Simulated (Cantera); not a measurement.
Feed: 1 mol TiCl4, 0.12 mol H2O, held at 1525 K and 21.0 mbar.

Equilibrium computed with Cantera from the NASA thermochemical tables; the gas is ideal and each condensed phase is pure. Candidate condensed phases: H2O, Ti, TiCl2, TiCl3, TiCl4, TiO, TiO2, Ti2O3, Ti3O5, Ti4O7; 23 gas species. Equilibrium is a limit: real reactors are often held back by kinetics, nucleation or transport.

Base state: TiCl4 0.766, HCl 0.200, TiCl3 0.0172, Cl 0.0152, Cl2 0.00102, TiOCl2 0.000125 (mole fractions); condensed: TiO2(rutile).

### Question
What changes in the equilibrium state with this change: H2O from 0.12 to 24 mol?

### Answer
```tsv
species	before	after
H2O	5.35e-6	0.845
HCl	0.200	0.153
H2	2.97e-6	0.000935
TiCl4	0.766	<1e-9
TiCl3	0.0172	<1e-9
Cl	0.0152	0.000656
O2	1.07e-9	0.000269
TiOCl2	0.000125	<1e-9
OH	1.57e-8	0.000140
Cl2	0.00102	1.90e-6
TiO2(rutile), mol	0.0599	1.00
```
Gases not in the tables: TiO(OH)2.
